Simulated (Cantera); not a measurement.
# Adiabatic ignition

An adiabatic, constant-pressure homogeneous reactor starts with H₂ : O₂ : N₂ : NO = 1 : 1.11 : 4.18 : 0.0084 (molar parts), at 1375 K and 10.0 bar.

Computed with Cantera and GRI-Mech 3.0 (53 species, 325 reactions). The hydrogen kinetics of GRI-Mech 3.0 are dated; newer H2 mechanisms differ, most at raised pressure. The mechanism lacks 2 NO + O2 → 2 NO2 and HONO, so NO2 and the effect of NO are under-described below about 1400 K.

```json
[
 {"t (s)": "3.00e-6", "T (K)": "1797", "x H₂": "0.0454", "x O₂": "0.118", "x NO": "0.00137", "x H": "0.0243", "x H₂O₂": "6.17e-6", "x H₂O": "0.0989", "x HO₂": "0.000329"},
 {"t (s)": "7.98e-6", "T (K)": "2428", "x H₂": "0.00134", "x O₂": "0.102", "x NO": "0.00149", "x H": "0.000396", "x H₂O₂": "1.03e-6", "x H₂O": "0.165", "x HO₂": "1.91e-5"},
 {"t (s)": "2.12e-5", "T (K)": "2447", "x H₂": "0.000764", "x O₂": "0.103", "x NO": "0.00152", "x H": "0.000175", "x H₂O₂": "1.07e-6", "x H₂O": "0.167", "x HO₂": "1.67e-5"},
 {"t (s)": "5.64e-5", "T (K)": "2447", "x H₂": "0.000762", "x O₂": "0.103", "x NO": "0.00158", "x H": "0.000175", "x H₂O₂": "1.07e-6", "x H₂O": "0.167", "x HO₂": "1.67e-5"},
 {"t (s)": "0.000150", "T (K)": "2447", "x H₂": "0.000761", "x O₂": "0.103", "x NO": "0.00175", "x H": "0.000174", "x H₂O₂": "1.06e-6", "x H₂O": "0.167", "x HO₂": "1.67e-5"},
 {"t (s)": "0.000399", "T (K)": "2446", "x H₂": "0.000758", "x O₂": "0.103", "x NO": "0.00217", "x H": "0.000173", "x H₂O₂": "1.06e-6", "x H₂O": "0.167", "x HO₂": "1.66e-5"},
 {"t (s)": "0.00106", "T (K)": "2444", "x H₂": "0.000753", "x O₂": "0.102", "x NO": "0.00325", "x H": "0.000171", "x H₂O₂": "1.05e-6", "x H₂O": "0.167", "x HO₂": "1.65e-5"},
 {"t (s)": "0.00282", "T (K)": "2440", "x H₂": "0.000740", "x O₂": "0.101", "x NO": "0.00566", "x H": "0.000166", "x H₂O₂": "1.04e-6", "x H₂O": "0.168", "x HO₂": "1.62e-5"},
 {"t (s)": "0.00751", "T (K)": "2432", "x H₂": "0.000719", "x O₂": "0.0989", "x NO": "0.00963", "x H": "0.000158", "x H₂O₂": "1.01e-6", "x H₂O": "0.168", "x HO₂": "1.56e-5"},
 {"t (s)": "0.0200", "T (K)": "2426", "x H₂": "0.000703", "x O₂": "0.0975", "x NO": "0.0126", "x H": "0.000152", "x H₂O₂": "9.91e-7", "x H₂O": "0.168", "x HO₂": "1.52e-5"},
 {"t (s)": "0.0531", "T (K)": "2425", "x H₂": "0.000701", "x O₂": "0.0973", "x NO": "0.0130", "x H": "0.000151", "x H₂O₂": "9.88e-7", "x H₂O": "0.168", "x HO₂": "1.51e-5"},
 {"t (s)": "0.141", "T (K)": "2425", "x H₂": "0.000701", "x O₂": "0.0973", "x NO": "0.0130", "x H": "0.000151", "x H₂O₂": "9.88e-7", "x H₂O": "0.168", "x HO₂": "1.51e-5"},
 {"t (s)": "0.376", "T (K)": "2425", "x H₂": "0.000701", "x O₂": "0.0973", "x NO": "0.0130", "x H": "0.000151", "x H₂O₂": "9.88e-7", "x H₂O": "0.168", "x HO₂": "1.51e-5"},
 {"t (s)": "1.00", "T (K)": "2425", "x H₂": "0.000701", "x O₂": "0.0973", "x NO": "0.0130", "x H": "0.000151", "x H₂O₂": "9.88e-7", "x H₂O": "0.168", "x HO₂": "1.51e-5"}
]
```
x: mole fraction; the columns are a selection and need not sum to one.

```json
{
 "time_of_steepest_temperature_rise": "2.97 µs",
 "temperature at 1.00 s": "2425 K",
 "equilibrium_temperature": "2425 K",
 "x(H₂) at 1.00 s": "0.000701 (gas-phase equilibrium 0.000701)",
 "x(O₂) at 1.00 s": "0.0973 (gas-phase equilibrium 0.0973)",
 "x(NO) at 1.00 s": "0.0130 (gas-phase equilibrium 0.0130)"
}
```
